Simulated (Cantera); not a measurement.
**Thermodynamics of chlorosilane synthesis and conversion, feed Si + HCl + H₂**

Charge: 1 mol Si, 0.78 mol HCl, 0.24 mol H₂, equilibrated at 850 °C and 1100000 Pa.

Equilibrium computed with Cantera from the NASA thermochemical tables; the gas is ideal and each condensed phase is pure. Candidate condensed phases: Si; 19 gas species. The tables' values for SiCl₃ are old estimates; treat these amounts as uncertain. Kinetics and transport are ignored.

```yaml
x(H₂): 0.710
x(SiCl₄): 0.146
x(SiHCl₃): 0.114
x(HCl): 0.0155
x(SiH₂Cl₂): 0.0110
x(SiCl₃): 0.00290
x(SiCl₂): 0.000719
x(SiH₃Cl): 0.000281
x(SiH₄): 3.08e-6
n(Si(s)): 0.780 mol
gas_amount: 0.8015 mol
```
